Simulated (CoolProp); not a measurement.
Vapour-liquid equilibrium of R143a (1) + R152A (2) at 0.0546 MPa; x and y are mole fractions of (1).

Computed with CoolProp (multi-fluid Helmholtz-energy mixture model, Lemmon and Jacobsen 2000 and Outcalt 1996; pair parameters Bell 2016).

Problem. Give the bubble temperature and the first vapour's composition at x = 0.05, 0.35, 0.65. Is there an azeotrope?

Solution. x = 0.05: 233.4 K, y = 0.163; x = 0.35: 223.7 K, y = 0.644; x = 0.65: 218.2 K, y = 0.846. No azeotrope shows between x = 0.05 and 0.95.

Pair parameters are fitted to limited data, so mixtures are less certain than the pure fluids.
